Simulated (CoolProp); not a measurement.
A single-stage vapour-compression cycle with R115: evaporating at 287.15 K (dew point), condensing at 314.15 K (bubble point), superheat 2 K, subcooling 2 K, compressor efficiency 0.7, no pressure losses. Each further row changes one setting.

Model: reference Helmholtz-energy equation of state, Lemmon 2016, in CoolProp.

| case | cooling COP | pressure ratio | discharge temperature (K) | refrigerating effect (kJ/kg) | volumetric capacity (kJ/m³) |
|---|---|---|---|---|---|
| as stated | 5.92 | 2.01 | 316.5 | 74.6 | 3820 |
| evaporating temperature 292.15 K | 7.64 | 1.75 | 316.4 | 77.1 | 4550 |
| condensing temperature 309.15 K | 7.64 | 1.78 | 311.5 | 80.4 | 4120 |
| subcooling 7 K | 6.38 | 2.01 | 316.5 | 80.5 | 4120 |
| superheat 12 K | 6.12 | 2.01 | 326.0 | 82.7 | 3990 |
| compressor efficiency 0.6 | 5.07 | 2.01 | 318.7 | 74.6 | 3820 |
